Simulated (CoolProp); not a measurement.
Vapour-liquid equilibrium of R1234yf (1) + R1234ze(E) (2) at 0.119 MPa; x and y are mole fractions of (1).

Computed with CoolProp (multi-fluid Helmholtz-energy mixture model, Lemmon 2022 and Thol 2016; pair parameters Bell 2022).

**Question.** Give the bubble temperature and the first vapour's composition at x = 0.275, 0.575, 0.95. Is there an azeotrope?

**Answer.** x = 0.275: 254.3 K, y = 0.369; x = 0.575: 251.2 K, y = 0.671; x = 0.95: 247.8 K, y = 0.966. No azeotrope shows between x = 0.05 and 0.95.

Pair parameters are fitted to limited data, so mixtures are less certain than the pure fluids.
